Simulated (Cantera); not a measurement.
**Catalytic combustion on Pt**

An isothermal plug-flow reactor at 675 K and 638 Torr (inlet), inlet velocity 1.7 m/s, active area per volume 180 1/m; feed CO : O2 : N2 : H2O = 0.0065 : 0.054 : 0.79 : 0.024 (molar parts), equivalence ratio 0.060.

Computed with Cantera and Deutschmann's 1995 Pt surface mechanism with GRI-Mech 3.0 gas chemistry. Catalytic surfaces can have several steady states; this one follows from the mechanism file's or the stated starting coverage. Mass transfer to the wall is taken as infinitely fast.

```json
[
 {"z (m)": "6.6e-05", "x CO": "0.00741", "x O2": "0.0617", "x H2O": "0.0274", "x CO2": "2.08e-5", "θ free Pt": "0.0521", "θ O*": "0.0241", "θ OH*": "0.00126", "θ CO*": "0.923"},
 {"z (m)": "0.00013", "x CO": "0.00739", "x O2": "0.0617", "x H2O": "0.0274", "x CO2": "4.11e-5", "θ free Pt": "0.0522", "θ O*": "0.0243", "θ OH*": "0.00127", "θ CO*": "0.922"},
 {"z (m)": "0.00025", "x CO": "0.00735", "x O2": "0.0617", "x H2O": "0.0274", "x CO2": "7.94e-5", "θ free Pt": "0.0524", "θ O*": "0.0245", "θ OH*": "0.00128", "θ CO*": "0.922"},
 {"z (m)": "0.00048", "x CO": "0.00728", "x O2": "0.0617", "x H2O": "0.0274", "x CO2": "0.000154", "θ free Pt": "0.0529", "θ O*": "0.0249", "θ OH*": "0.00129", "θ CO*": "0.921"},
 {"z (m)": "0.00092", "x CO": "0.00713", "x O2": "0.0616", "x H2O": "0.0274", "x CO2": "0.000300", "θ free Pt": "0.0539", "θ O*": "0.0259", "θ OH*": "0.00133", "θ CO*": "0.919"},
 {"z (m)": "0.0018", "x CO": "0.00683", "x O2": "0.0615", "x H2O": "0.0275", "x CO2": "0.000609", "θ free Pt": "0.0562", "θ O*": "0.0282", "θ OH*": "0.00142", "θ CO*": "0.914"},
 {"z (m)": "0.0034", "x CO": "0.00618", "x O2": "0.0612", "x H2O": "0.0275", "x CO2": "0.00125", "θ free Pt": "0.0620", "θ O*": "0.0347", "θ OH*": "0.00165", "θ CO*": "0.902"},
 {"z (m)": "0.0066", "x CO": "0.00381", "x O2": "0.0600", "x H2O": "0.0275", "x CO2": "0.00364", "θ free Pt": "0.141", "θ O*": "0.273", "θ OH*": "0.00698", "θ CO*": "0.579"}
]
```
x: gas mole fraction; θ: surface coverage.
